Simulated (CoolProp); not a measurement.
Vapour-liquid equilibrium of cyclohexane (1) + o-xylene (2) at 148.45 °C; x and y are mole fractions of (1).

Values from CoolProp's multi-fluid Helmholtz-energy mixture model, Zhou 2014 and Zhou 2012; pair parameters Bell 2016.

```tsv
x	bubble pressure, mixture model (MPa)	bubble pressure, Raoult's law (MPa)	y, mixture model	y, Raoult's law
0.05	0.1407	0.1339	0.229	0.200
0.125	0.1808	0.1657	0.436	0.405
0.2	0.2185	0.1974	0.564	0.543
0.275	0.2539	0.2292	0.652	0.643
0.35	0.2872	0.2609	0.717	0.719
0.425	0.3187	0.2927	0.767	0.778
0.5	0.3486	0.3244	0.808	0.826
0.575	0.3773	0.3562	0.843	0.865
0.65	0.4052	0.3879	0.874	0.898
0.725	0.4327	0.4197	0.902	0.926
0.8	0.4602	0.4514	0.929	0.950
0.875	0.4880	0.4832	0.956	0.971
0.95	0.5165	0.5149	0.982	0.989
```

The largest gap from Raoult's law is +10.8 % in bubble pressure, at x = 0.275. No azeotrope shows between x = 0.05 and 0.95.

Pair parameters are fitted to limited data, so mixtures are less certain than the pure fluids.
